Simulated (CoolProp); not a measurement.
Vapour-liquid equilibrium of R143a (1) + R236FA (2) at 296.2 K; x and y are mole fractions of (1).

Values from CoolProp's multi-fluid Helmholtz-energy mixture model, Lemmon and Jacobsen 2000 and Pan 2012; pair parameters Bell 2016.

Give the bubble pressure and the first vapour's composition at x = 0.05, 0.275, 0.95. Is there an azeotrope?

x = 0.05: 0.2910 MPa, y = 0.157; x = 0.275: 0.4688 MPa, y = 0.574; x = 0.95: 1.140 MPa, y = 0.985. No azeotrope shows between x = 0.05 and 0.95.

The pair parameters rest on a limited set of measurements; away from them the model extrapolates.
